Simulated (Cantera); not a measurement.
Mixture: CO : H2 : CH4 : O2 : N2 = 1 : 0.066 : 0.11 : 0.579 : 1.51 (molar parts), equivalence ratio 1.3, at 9.87 atm, adiabatic and at constant pressure. Ignition delay is the time to a rise of 400 K.

Computed with Cantera and GRI-Mech 3.0 (53 species, 325 reactions).

### Question
What does this change do: pressure from 9.87 atm to 26.6 atm?

### Answer
```tsv
quantity	before	after
delay at 1025 K	2.05 ms	1.92 ms
delay at 1075 K	0.805 ms	0.741 ms
delay at 1125 K	0.378 ms	0.323 ms
delay at 1175 K	0.206 ms	0.158 ms
delay at 1225 K	0.125 ms	86.2 µs
delay at 1275 K	81.0 µs	51.4 µs
apparent activation energy between 1175 and 1275 K	120 kJ/mol	140 kJ/mol
```
The pressure lies above the range GRI-Mech 3.0 was tuned for (to about 10 atm).

### Question
What does this change do: pressure from 9.87 atm to 1.28 atm?

### Answer
```json
[
 {"quantity": "delay at 1025 K", "before": "2.05 ms", "after": "2.80 ms"},
 {"quantity": "delay at 1075 K", "before": "0.805 ms", "after": "1.58 ms"},
 {"quantity": "delay at 1125 K", "before": "0.378 ms", "after": "0.966 ms"},
 {"quantity": "delay at 1175 K", "before": "0.206 ms", "after": "0.623 ms"},
 {"quantity": "delay at 1225 K", "before": "0.125 ms", "after": "0.418 ms"},
 {"quantity": "delay at 1275 K", "before": "81.0 µs", "after": "0.290 ms"},
 {"quantity": "apparent activation energy between 1175 and 1275 K", "before": "120 kJ/mol", "after": "95 kJ/mol"}
]
```
